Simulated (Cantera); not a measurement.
Input (Python, Cantera) and output of one run.

```python
import numpy as np
import cantera as ct

gas_names = """
    AL ALI ALI3 ALN AL2 AL2I6 I I2 N N2
""".split()
cond_names = """
    AL(cr) AL(L) ALI3(s) ALI3(L) ALN(s) I2(cr) I2(L)
""".split()


# ... load() reads the species with a 1 bar reference pressure and builds the phases ...
atoms = {
    'Al': {'AL': 1},
    'I2': {'I': 2},
    'N2': {'N': 2},
}
top_T = {'ALN(s)': 2750}  # K; cautious upper limits of use, not melting points


# ... equilibrate(T, P, feed) seeds the gas with the atoms and calls Mixture.equilibrate('TP', solver="vcs", rtol=1e-11, max_steps=5000) ...
results = []
feed = {'Al': 1, 'I2': 5.2, 'N2': 14}  # mol
P = 10  # Pa
for T in [948, 1023, 1098, 1173, 1248, 1323, 1398, 1473, 1548]:
    mix = equilibrate(T, P, feed)
    results.append((T, P, feed, dict(zip(mix.species_names, mix.species_moles))))
    x = sorted(zip(gas.X, gas.species_names), reverse=True)
    print(f"T = {T:g} K  P = {P:g} Pa  gas = {mix.phase_moles(0):.4g} mol")
    print("   x: " + "  ".join(f"{s} {v:.3e}" for v, s in x if v > 0.0001))
    print("   condensed (mol): " + ("  ".join(f"{mix.phase(i).name} {mix.phase_moles(i):.4g}"
          for i in range(1, mix.n_phases) if mix.phase_moles(i) > 1e-12) or "none"))
```

Output:

```
T = 948 K  P = 10 Pa  gas = 22.61 mol
   x: N2 6.124e-01  I 3.460e-01  ALI3 3.083e-02  I2 1.072e-02
   condensed (mol): ALN(s) 0.3028
T = 1023 K  P = 10 Pa  gas = 23.53 mol
   x: N2 5.778e-01  I 4.104e-01  ALI3 8.120e-03  I2 3.606e-03
   condensed (mol): ALN(s) 0.8088
T = 1098 K  P = 10 Pa  gas = 23.81 mol
   x: N2 5.680e-01  I 4.290e-01  ALI3 1.838e-03  I2 1.143e-03
   condensed (mol): ALN(s) 0.9551
T = 1173 K  P = 10 Pa  gas = 23.88 mol
   x: N2 5.658e-01  I 4.331e-01  ALI3 4.556e-04  I2 3.953e-04  ALI 3.212e-04
   condensed (mol): ALN(s) 0.9815
T = 1248 K  P = 10 Pa  gas = 23.91 mol
   x: N2 5.655e-01  I 4.326e-01  ALI 1.674e-03  I2 1.521e-04  ALI3 1.289e-04
   condensed (mol): ALN(s) 0.9569
T = 1323 K  P = 10 Pa  gas = 23.98 mol
   x: N2 5.665e-01  I 4.263e-01  ALI 7.086e-03
   condensed (mol): ALN(s) 0.8291
T = 1398 K  P = 10 Pa  gas = 24.2 mol
   x: N2 5.702e-01  I 4.052e-01  ALI 2.453e-02
   condensed (mol): ALN(s) 0.4061
T = 1473 K  P = 10 Pa  gas = 24.4 mol
   x: N2 5.738e-01  I 3.852e-01  ALI 4.096e-02
   condensed (mol): none
T = 1548 K  P = 10 Pa  gas = 24.4 mol
   x: N2 5.737e-01  I 3.853e-01  ALI 4.090e-02
   condensed (mol): none
```

Method: chemical equilibrium by Gibbs-energy minimisation in Cantera with the NASA 1993 tables (ideal gas, pure condensed phases).
